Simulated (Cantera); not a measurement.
# Silicon etching in halogen gases: Si + HBr + N₂

Feed: 1 mol Si, 24 mol HBr, 0.16 mol N₂, held at 0.133 bar.

Method: chemical equilibrium by Gibbs-energy minimisation in Cantera with the NASA 1993 tables (ideal gas, pure condensed phases). Candidate condensed phases: Br₂, Si, Si₃N₄; 28 gas species. The tables' values for SiBr₃ are old estimates; treat these amounts as uncertain. Kinetics and transport are ignored.

```json
[
 {"T (K)": "750", "x HBr": "0.864", "x H₂": "0.0864", "x SiBr₄": "0.0432", "x Br": "7.15e-8", "x SiBr₂": "1.39e-12", "x N₂": "0.00691", "x SiBr₃": "4.32e-9"},
 {"T (K)": "850", "x HBr": "0.864", "x H₂": "0.0864", "x SiBr₄": "0.0432", "x Br": "1.24e-6", "x SiBr₂": "2.83e-10", "x N₂": "0.00691", "x SiBr₃": "1.13e-7"},
 {"T (K)": "950", "x HBr": "0.864", "x H₂": "0.0864", "x SiBr₄": "0.0432", "x Br": "1.18e-5", "x SiBr₂": "1.84e-8", "x N₂": "0.00691", "x SiBr₃": "1.47e-6"},
 {"T (K)": "1050", "x HBr": "0.863", "x H₂": "0.0864", "x SiBr₄": "0.0431", "x Br": "7.40e-5", "x SiBr₂": "5.31e-7", "x N₂": "0.00691", "x SiBr₃": "1.16e-5"},
 {"T (K)": "1150", "x HBr": "0.863", "x H₂": "0.0864", "x SiBr₄": "0.0430", "x Br": "0.000338", "x SiBr₂": "8.40e-6", "x N₂": "0.00691", "x SiBr₃": "6.33e-5"},
 {"T (K)": "1250", "x HBr": "0.862", "x H₂": "0.0866", "x SiBr₄": "0.0427", "x Br": "0.00121", "x SiBr₂": "8.42e-5", "x N₂": "0.00690", "x SiBr₃": "0.000261"},
 {"T (K)": "1350", "x HBr": "0.859", "x H₂": "0.0869", "x SiBr₄": "0.0415", "x Br": "0.00359", "x SiBr₂": "0.000584", "x N₂": "0.00689", "x SiBr₃": "0.000851"},
 {"T (K)": "1450", "x HBr": "0.855", "x H₂": "0.0863", "x SiBr₄": "0.0376", "x Br": "0.00921", "x SiBr₂": "0.00285", "x N₂": "0.00685", "x SiBr₃": "0.00218"},
 {"T (K)": "1550", "x HBr": "0.846", "x H₂": "0.0839", "x SiBr₄": "0.0287", "x Br": "0.0211", "x SiBr₂": "0.00926", "x N₂": "0.00676", "x SiBr₃": "0.00407"},
 {"T (K)": "1650", "x HBr": "0.826", "x H₂": "0.0824", "x SiBr₄": "0.0164", "x Br": "0.0429", "x SiBr₂": "0.0195", "x N₂": "0.00661", "x SiBr₃": "0.00520"}
]
```
x: gas mole fraction; nothing condenses.

From 750 K to 1650 K nothing is condensed. The main Si-bearing gas is SiBr₄ at 750 K and SiBr₂ at 1650 K.
